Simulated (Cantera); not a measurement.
Charge: 1 mol MgO, 4.8 mol C, 0.12 mol CO, equilibrated at 1600 °C and 92.0 Pa.

Equilibrium computed with Cantera from the NASA thermochemical tables; the gas is ideal and each condensed phase is pure. Candidate condensed phases: C, Mg, MgCO3, MgO; 15 gas species. The numbers say what is thermodynamically allowed, not how fast it happens.

Base state: CO 0.528, Mg 0.472 (mole fractions); condensed: C(graphite).

What changes in the equilibrium state with this change: MgO replaced by Fe2O3?


| species | before | after |
|---|---|---|
| CO | 0.528 | 0.914 |
| Fe | 0 | 0.0861 |
| Mg | 0.472 | 0 |
| C(graphite), mol | 3.80 | 1.80 |
| Fe(l), mol | 0 | 1.71 |
Iron dissolves carbon and melts from about 1420 K in contact with it, which pure phases cannot show. Condensed phases not in the tables: cementite and carbon dissolved in iron. Further candidate phases: Fe, Fe(CO)5, FeO, Fe2O3, Fe3O4.
